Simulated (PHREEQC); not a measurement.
A solution holds 22 mmol/kgw KHSO4, at 25 °C. It is in equilibrium with CO2 at log p = -3.5 (atm). Otherwise closed; pH follows from the charge balance.

Model: ion-association model, wateq4f.dat, run in PHREEQC.

Task: The ionic strength comes out as 0.0476 mol/kgw. What activity coefficients do K+, HSO4-, KSO4-, H+, SO4-2 get?

Result: K+ 0.82, HSO4- 0.82, KSO4- 0.83, H+ 0.86, SO4-2 0.47.

This is a speciation only: nothing precipitates in the calculation.
